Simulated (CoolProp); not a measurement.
Vapour-liquid equilibrium of R152A (1) + n-pentane (2) at 55.35 °C; x and y are mole fractions of (1).

Model: multi-fluid Helmholtz-energy mixture model, Outcalt 1996 and Thol 2019; pair parameters Bell 2016, in CoolProp.

```tsv
x	bubble pressure (bar)	y at the bubble point	dew pressure at overall composition x (bar)	liquid density (mol/L)
0.05	3.411	0.449	1.974	8.298
0.125	5.296	0.649	2.146	8.492
0.2	?	0.729	2.349	8.693
0.275	7.862	0.773	2.595	8.903
0.35	8.725	0.802	2.895	9.125
0.425	?	0.822	3.272	9.361
0.5	9.992	0.839	3.757	9.615
0.575	10.51	0.855	4.407	9.892
0.65	11.01	0.871	5.314	10.20
0.725	11.50	0.889	6.650	10.55
0.8	12.01	0.911	8.675	10.94
0.875	12.54	0.937	11.12	11.39
0.95	13.08	0.971	?	11.93
```

Q: What belongs in the gaps?

A: 
- 0.2, bubble pressure (bar): 6.749
- 0.425, bubble pressure (bar): 9.414
- 0.95, dew pressure at overall composition x (bar): 12.76

No azeotrope shows between x = 0.05 and 0.95.

The pair parameters rest on a limited set of measurements; away from them the model extrapolates. With so large a gap from Raoult's law the liquid may split in two, which this calculation doesn't test in full.
